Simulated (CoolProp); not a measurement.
Vapour-liquid equilibrium of R22 (1) + R115 (2) at -74.15 °C; x and y are mole fractions of (1).

Computed with CoolProp (multi-fluid Helmholtz-energy mixture model, Kamei 1995 and Lemmon 2016; pair parameters Bell 2016).

```json
[
 {"x": "0.05", "bubble pressure (bar)": "0.1752", "y at the bubble point": "0.162", "dew pressure at overall composition x (bar)": "0.1597", "liquid density (mol/L)": "10.97"},
 {"x": "0.2", "bubble pressure (bar)": "0.2015", "y at the bubble point": "0.340", "dew pressure at overall composition x (bar)": "0.1808", "liquid density (mol/L)": "11.63"},
 {"x": "0.35", "bubble pressure (bar)": "0.2078", "y at the bubble point": "0.407", "dew pressure at overall composition x (bar)": "0.2027", "liquid density (mol/L)": "12.40"},
 {"x": "0.5", "bubble pressure (bar)": "0.2082", "y at the bubble point": "0.463", "dew pressure at overall composition x (bar)": "0.2064", "liquid density (mol/L)": "13.30"},
 {"x": "0.65", "bubble pressure (bar)": "0.2031", "y at the bubble point": "0.542", "dew pressure at overall composition x (bar)": "0.1919", "liquid density (mol/L)": "14.32"},
 {"x": "0.8", "bubble pressure (bar)": "0.1895", "y at the bubble point": "0.672", "dew pressure at overall composition x (bar)": "0.1754", "liquid density (mol/L)": "15.51"},
 {"x": "0.95", "bubble pressure (bar)": "0.1657", "y at the bubble point": "0.895", "dew pressure at overall composition x (bar)": "0.1604", "liquid density (mol/L)": "16.87"}
]
```

y crosses x between x = 0.35 and 0.5: the model has an azeotrope there.

Pair parameters are fitted to limited data, so mixtures are less certain than the pure fluids.
